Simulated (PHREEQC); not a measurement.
# Alkaline etch or developer: an equilibrium model

Consider water at 60 °C with 71 mmol/kgw TMAH, 12 mmol/kgw Na2SiO3 and 0.85 mmol/kgw (CH3)4NCl. Closed to the air; pH follows from the charge balance.

All values are PHREEQC results (ion-association model, phreeqc.dat), not measurements.

This is a speciation only: nothing precipitates in the calculation.

Problem. Predict the pH, ionic strength.

Solution. pH 11.79; ionic strength 0.100 mol/kgw.

Problem. In which forms is Si present?

Solution. H3SiO4- 64 %, H2SiO4-2 36 % of the Si.

Complexes and solids missing from the database can't appear. (CH3)4N+ isn't in the database: it is added as a free cation with an ion size of 4 Å. Constants without temperature data keep their 25 °C values here.
